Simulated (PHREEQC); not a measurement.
Make-up at 70 °C: 0.0012 mol NH4HF2, 0.0028 mol H2SiF6, 0.0068 mol H3PO4 and 0.0083 mol HCl per kg of water. Closed to the air; pH follows from the charge balance.

Computed with PHREEQC (ion-association model, phreeqc.dat).

| quantity | before | after |
|---|---|---|
| pH | 1.97 | 2.29 |
| ionic strength (mol/kgw) | 0.0143 | 0.00822 |
| HF (mol/kgw) | 0.0117 | 0.00991 |
| H3PO4 (mol/kgw) | 0.00468 | 0.00353 |
| H2PO4- (mol/kgw) | 0.00212 | 0.00327 |
| H4SiO4 (mol/kgw) | 0.00161 | 0.00136 |
| SI of Chalcedony (SiO2) | +0.31 | +0.23 |

Task: Name the change that produced these shifts.
A. diluted 100-fold with water
B. HCl left out
C. H3PO4 from 0.0068 to 0.00068 mol/kgw
D. temperature from 70 to 45 °C
E. NH4HF2 from 0.0012 to 0.006 mol/kgw

Result: B, HCl left out

No solid was allowed to form. Some of these states are supersaturated (in Quartz (slow to form), Chalcedony (slow to form), for instance). Constants without temperature data keep their 25 °C values here. SiF6-2 is the database's only silicon fluoride.
